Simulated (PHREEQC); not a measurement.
Solution (25 °C): 0.17 mol/kgw H2SO4, 0.076 mol/kgw FeCl3 and 0.00053 mol/kgw MgCl2. Closed to the air; pH follows from the charge balance.

The numbers come from PHREEQC with the ion-association model, phreeqc.dat.

Each row changes one thing in this solution. This is a speciation only: nothing precipitates in the calculation.

```csv
case,pH,ionic strength (mol/kgw),Cl- (mol/kgw),HSO4- (mol/kgw),SO4-2 (mol/kgw)
as made,0.77,0.415,0.217,0.0889,0.0178
FeCl3 left out,0.81,0.222,0.00106,[?],0.0253
0.075 mol/kgw LiOH added,0.91,0.418,0.218,[?],0.0224
FeCl3 from 0.076 to 0.0152 mol/kgw,0.80,0.258,0.0464,0.131,0.0235
H2SO4 from 0.17 to 0.153 mol/kgw,0.81,0.395,0.216,0.0751,0.0160
MgCl2 left out,0.77,0.414,0.216,0.0889,0.0178
```

### Question
Some entries are withheld; supply them.

### Answer

- FeCl3 left out, HSO4- (mol/kgw): 0.144
- 0.075 mol/kgw LiOH added, HSO4- (mol/kgw): 0.0805

Some of these states are supersaturated (in Hematite (slow to form), Goethite (slow to form), for instance).
